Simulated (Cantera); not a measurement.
**Premixed flame**

A freely propagating, adiabatic, planar premixed flame of 29.4 % H₂, 14.8 % O₂, 55.8 % N₂, equivalence ratio 0.99, unburnt at 625 K and 0.370 bar; mixture-averaged transport, grid criteria slope 0.08 and curve 0.16, no radiation.

Computed with Cantera and the H2/O2 subset of GRI-Mech 3.0, which has no nitrogen chemistry. Burning velocities carry a grid error of a few per cent, more on coarse grids.

| z (mm) | T (K) | u (m/s) | x H₂ | x O₂ | x HO₂ | x O | x H₂O | x OH |
|---|---|---|---|---|---|---|---|---|
| -5.29 | 625 | 7.34 | 0.294 | 0.148 | <1e-8 | <1e-8 | <1e-8 | <1e-8 |
| -3.52 | 625 | 7.34 | 0.294 | 0.148 | <1e-8 | <1e-8 | <1e-8 | <1e-8 |
| -2.64 | 625 | 7.34 | 0.294 | 0.148 | <1e-8 | <1e-8 | <1e-8 | <1e-8 |
| -1.76 | 625 | 7.34 | 0.294 | 0.148 | 3.03e-7 | <1e-8 | 1.78e-8 | <1e-8 |
| -0.881 | 631 | 7.41 | 0.292 | 0.148 | 0.000100 | 5.93e-6 | 0.000343 | 2.54e-5 |
| -0.441 | 761 | 8.81 | 0.270 | 0.145 | 8.48e-5 | 0.000267 | 0.0117 | 0.000466 |
| 0 | 1173 | 13.1 | 0.147 | 0.101 | 3.68e-5 | 0.00719 | 0.104 | 0.00375 |
| 0.441 | 1476 | 16.3 | 0.0563 | 0.0433 | 1.43e-5 | 0.0153 | 0.205 | 0.0101 |
| 0.881 | 1611 | 17.7 | 0.0483 | 0.0342 | 9.78e-6 | 0.0157 | 0.222 | 0.0131 |
| 1.76 | 1763 | 19.1 | 0.0486 | 0.0304 | 7.24e-6 | 0.0143 | 0.231 | 0.0160 |
| 3.52 | 1927 | 20.6 | 0.0475 | 0.0267 | 5.21e-6 | 0.0120 | 0.242 | 0.0183 |
| 7.05 | 2089 | 22.1 | 0.0443 | 0.0228 | 3.67e-6 | 0.00922 | 0.255 | 0.0196 |
| 14.1 | 2242 | 23.4 | 0.0390 | 0.0190 | 2.66e-6 | 0.00647 | 0.270 | 0.0194 |
x: mole fraction of selected species; z is measured from the peak of heat release.

```json
{
 "laminar_burning_velocity": "734 cm/s",
 "thermal_thickness": "1.76 mm",
 "peak x(HO₂)": "0.000118",
 "peak x(O)": "0.0159",
 "peak x(OH)": "0.0197",
 "grid_points": "134"
}
```
